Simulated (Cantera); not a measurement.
A Cantera script and what it prints.

```python
import numpy as np
import cantera as ct

gas_names = """
    CL CL2 H HCL H2 N NH NH2 NH3 N2 N2H2 N2H4 Si SiCL SiCL2 SiCL3 SiCL4 SiH SiHCL3 SiH2 SiH2CL2 SiH3
    SiH3CL SiH4 SiN Si2 Si2N Si3
""".split()
cond_names = """
    NH4CL(a) NH4CL(b) Si(cr) Si(L) Si3N4(a)
""".split()


# ... load() reads the species with a 1 bar reference pressure and builds the phases ...
atoms = {
    'Si2H6': {'Si': 2, 'H': 6},
    'Cl2': {'CL': 2},
    'N2': {'N': 2},
}
top_T = {'Si3N4(a)': 2400}  # K; cautious upper limits of use, not melting points


# ... equilibrate(T, P, feed) seeds the gas with the atoms and calls Mixture.equilibrate('TP', solver="vcs", rtol=1e-11, max_steps=5000) ...
results = []
feed = {'Si2H6': 1, 'Cl2': 0.024, 'N2': 65}  # mol
T = 1448.15  # K
P = 180  # Pa
mix = equilibrate(T, P, feed)
results.append((T, P, feed, dict(zip(mix.species_names, mix.species_moles))))
x = sorted(zip(gas.X, gas.species_names), reverse=True)
print(f"T = {T:g} K  P = {P:g} Pa  gas = {mix.phase_moles(0):.4g} mol")
print("   x: " + "  ".join(f"{s} {v:.3e}" for v, s in x if v > 1e-06))
print("   condensed (mol): " + ("  ".join(f"{mix.phase(i).name} {mix.phase_moles(i):.4g}"
      for i in range(1, mix.n_phases) if mix.phase_moles(i) > 1e-12) or "none"))
```

It prints:

```
T = 1448.15 K  P = 180 Pa  gas = 66.69 mol
   x: N2 9.546e-01  H2 4.460e-02  HCL 7.159e-04  H 4.597e-05  SiCL2 1.596e-06
   condensed (mol): Si3N4(a) 0.6666
```

Cantera equilibrium calculation (NASA polynomials, part measured and part estimated; ideal gas, pure solids and liquids). The feed counts by its element totals alone. N2 is the only nitrogen source here; it is nearly inert below about 1500 K, so the nitride shown seldom forms there in practice.
